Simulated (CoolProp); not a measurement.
Properties of hexamethyldisiloxane (MM) along the isobar 0.101 MPa (Tc = 518.7 K, pc = 1.931 MPa, ω = 0.418).

The numbers come from the reference Helmholtz-energy equation of state, Thol 2016 in CoolProp.

```csv
T (K),phase,density (kg/m³),cp (kJ/(kg K)),speed of sound (m/s),Joule-Thomson coefficient (K/MPa)
319.6,liquid,736.7,1.957,800.4,-0.3672
333.3,liquid,721.7,1.995,753.6,-0.3385
347,liquid,706.3,2.035,707.2,-0.3058
360.7,liquid,690.4,2.076,661.0,-0.2681
374.4,gas,5.621,1.732,132.3,27.40
388.1,gas,5.375,1.763,135.7,23.55
401.9,gas,5.153,1.795,139.0,20.46
415.6,gas,4.954,1.828,142.1,17.99
429.3,gas,4.773,1.860,145.1,15.95
443,gas,4.606,1.893,147.9,14.27
456.7,gas,4.452,1.925,150.6,12.85
470.4,gas,4.309,1.957,153.3,11.65
```
